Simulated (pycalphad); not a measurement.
Computed with pycalphad from the COST 507 light-alloy database (1999), at 1 atm. These are 1990s assessments: newer ones move some temperatures and phases. Phase fractions are per mole of atoms.

Give the equilibrium state of Al-1.425Si (wt.%) at 452 °C.

FCC_A1, fraction 0.991, with 0.48 Si wt.%; DIAMOND_A4, fraction 0.009, with >99.99 Si wt.%.

Give the equilibrium state of Al-1.425Si (wt.%) at 602 °C.

FCC_A1, fraction 0.955, with 1.1 Si wt.%; LIQUID, fraction 0.045, with 9.1 Si wt.%.

FCC_A1 is fcc; DIAMOND_A4 is diamond (Si).
